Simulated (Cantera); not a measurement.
# Adiabatic ignition

An adiabatic, constant-pressure homogeneous reactor starts with CH3OH : O2 : N2 = 1 : 1.6 : 6 (molar parts), equivalence ratio 0.94, at 950 K and 750 Torr.

Model: GRI-Mech 3.0 (53 species, 325 reactions), integrated in Cantera. GRI-Mech 3.0 was tuned for natural gas; its chemistry of methanol as a main component is partial and can be far from experiment. Below about 1000 K GRI-Mech 3.0 lacks low-temperature oxidation paths.

```json
[
 {"t (s)": "5.00e-6", "T (K)": "950", "x CH3OH": "0.116", "x O2": "0.186", "x OH": "<1e-12", "x C2H2": "<1e-12", "x CO": "<1e-12", "x N2O": "<1e-12", "x HCN": "<1e-12"},
 {"t (s)": "1.18e-5", "T (K)": "950", "x CH3OH": "0.116", "x O2": "0.186", "x OH": "<1e-12", "x C2H2": "<1e-12", "x CO": "1.75e-12", "x N2O": "<1e-12", "x HCN": "<1e-12"},
 {"t (s)": "2.79e-5", "T (K)": "950", "x CH3OH": "0.116", "x O2": "0.186", "x OH": "<1e-12", "x C2H2": "<1e-12", "x CO": "4.13e-12", "x N2O": "<1e-12", "x HCN": "<1e-12"},
 {"t (s)": "6.60e-5", "T (K)": "950", "x CH3OH": "0.116", "x O2": "0.186", "x OH": "<1e-12", "x C2H2": "<1e-12", "x CO": "9.76e-12", "x N2O": "<1e-12", "x HCN": "<1e-12"},
 {"t (s)": "0.000156", "T (K)": "950", "x CH3OH": "0.116", "x O2": "0.186", "x OH": "<1e-12", "x C2H2": "<1e-12", "x CO": "2.31e-11", "x N2O": "<1e-12", "x HCN": "<1e-12"},
 {"t (s)": "0.000368", "T (K)": "950", "x CH3OH": "0.116", "x O2": "0.186", "x OH": "<1e-12", "x C2H2": "<1e-12", "x CO": "5.45e-11", "x N2O": "<1e-12", "x HCN": "<1e-12"},
 {"t (s)": "0.000871", "T (K)": "950", "x CH3OH": "0.116", "x O2": "0.186", "x OH": "<1e-12", "x C2H2": "<1e-12", "x CO": "1.29e-10", "x N2O": "<1e-12", "x HCN": "<1e-12"},
 {"t (s)": "0.00206", "T (K)": "950", "x CH3OH": "0.116", "x O2": "0.186", "x OH": "<1e-12", "x C2H2": "<1e-12", "x CO": "3.05e-10", "x N2O": "<1e-12", "x HCN": "<1e-12"},
 {"t (s)": "0.00486", "T (K)": "950", "x CH3OH": "0.116", "x O2": "0.186", "x OH": "<1e-12", "x C2H2": "<1e-12", "x CO": "7.21e-10", "x N2O": "<1e-12", "x HCN": "<1e-12"},
 {"t (s)": "0.0115", "T (K)": "950", "x CH3OH": "0.116", "x O2": "0.186", "x OH": "<1e-12", "x C2H2": "<1e-12", "x CO": "1.71e-9", "x N2O": "<1e-12", "x HCN": "<1e-12"},
 {"t (s)": "0.0271", "T (K)": "950", "x CH3OH": "0.116", "x O2": "0.186", "x OH": "<1e-12", "x C2H2": "<1e-12", "x CO": "4.08e-9", "x N2O": "<1e-12", "x HCN": "<1e-12"},
 {"t (s)": "0.0641", "T (K)": "950", "x CH3OH": "0.116", "x O2": "0.186", "x OH": "<1e-12", "x C2H2": "<1e-12", "x CO": "9.83e-9", "x N2O": "<1e-12", "x HCN": "<1e-12"},
 {"t (s)": "0.152", "T (K)": "950", "x CH3OH": "0.116", "x O2": "0.186", "x OH": "<1e-12", "x C2H2": "<1e-12", "x CO": "2.45e-8", "x N2O": "<1e-12", "x HCN": "<1e-12"},
 {"t (s)": "0.358", "T (K)": "950", "x CH3OH": "0.116", "x O2": "0.186", "x OH": "<1e-12", "x C2H2": "<1e-12", "x CO": "6.91e-8", "x N2O": "2.61e-12", "x HCN": "<1e-12"},
 {"t (s)": "0.846", "T (K)": "950", "x CH3OH": "0.116", "x O2": "0.186", "x OH": "2.59e-12", "x C2H2": "<1e-12", "x CO": "4.05e-7", "x N2O": "1.54e-11", "x HCN": "<1e-12"},
 {"t (s)": "2.00", "T (K)": "2482", "x CH3OH": "<1e-12", "x O2": "0.0192", "x OH": "0.0107", "x C2H2": "<1e-12", "x CO": "0.0211", "x N2O": "3.06e-7", "x HCN": "1.25e-10"}
]
```
x: mole fraction; the columns are a selection and need not sum to one.

| Quantity | Result |
|---|---|
| time of steepest temperature rise | 1.85 s |
| temperature at 2.00 s | 2482 K |
| equilibrium temperature | 2482 K |
| x(CH3OH) at 2.00 s | <1e-12 (gas-phase equilibrium <1e-12) |
| x(O2) at 2.00 s | 0.0192 (gas-phase equilibrium 0.0192) |
| x(OH) at 2.00 s | 0.0107 (gas-phase equilibrium 0.0107) |
